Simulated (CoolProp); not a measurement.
Vapour-liquid equilibrium of isopentane (1) + R365MFC (2) at 420.9 K; x and y are mole fractions of (1).

Model: multi-fluid Helmholtz-energy mixture model, Lemmon 2006 and Lemmon 2016; pair parameters Bell 2016, in CoolProp.

| x | bubble pressure, mixture model (bar) | bubble pressure, Raoult's law (bar) | y, mixture model | y, Raoult's law |
|---|---|---|---|---|
| 0.05 | 17.27 | 16.31 | 0.083 | 0.055 |
| 0.125 | 18.63 | 16.45 | 0.186 | 0.137 |
| 0.2 | 19.73 | 16.58 | 0.270 | 0.217 |
| 0.275 | 20.61 | 16.71 | 0.342 | 0.296 |
| 0.35 | 21.27 | 16.84 | 0.405 | 0.374 |
| 0.425 | 21.74 | 16.97 | 0.464 | 0.450 |
| 0.5 | 22.02 | 17.10 | … | 0.526 |
| 0.575 | 22.11 | 17.23 | 0.574 | 0.600 |
| 0.65 | 22.00 | 17.37 | … | 0.673 |
| 0.725 | 21.69 | 17.50 | 0.688 | 0.745 |
| 0.8 | … | 17.63 | 0.752 | 0.816 |
| 0.875 | 20.28 | 17.76 | 0.827 | 0.886 |
| 0.95 | 19.06 | 17.89 | 0.921 | 0.955 |

Q: Complete the blanks.

A: 
- 0.5, y, mixture model: 0.520
- 0.65, y, mixture model: 0.630
- 0.8, bubble pressure, mixture model (bar): 21.13

The largest gap from Raoult's law is +28.8 % in bubble pressure, at x = 0.5. y crosses x between x = 0.5 and 0.575: the model has an azeotrope there.

The pair parameters rest on a limited set of measurements; away from them the model extrapolates.
